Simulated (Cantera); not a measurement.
An adiabatic, constant-volume homogeneous reactor starts with CO : H2 : CH4 : O2 : N2 = 1 : 0.074 : 0.063 : 0.745 : 2.8 (molar parts), equivalence ratio 0.89, at 1350 K and 10500 Torr.

Cantera simulation using GRI-Mech 3.0 (53 species, 325 reactions); the numbers are that mechanism's predictions, not measurements. The pressure lies above the range GRI-Mech 3.0 was tuned for (to about 10 atm). Above 3000 K some thermodynamic fits are extrapolated.

Question: Predict: time of steepest temperature rise; temperature at 0.600 s; equilibrium temperature; x(CO) at 0.600 s; x(H2) at 0.600 s; x(O2) at 0.600 s.

Answer: 
- time of steepest temperature rise: 21.7 µs
- temperature at 0.600 s: 3048 K
- equilibrium temperature: 3048 K
- x(CO) at 0.600 s: 0.0667 (gas-phase equilibrium 0.0667)
- x(H2) at 0.600 s: 0.00191 (gas-phase equilibrium 0.00191)
- x(O2) at 0.600 s: 0.0388 (gas-phase equilibrium 0.0388)
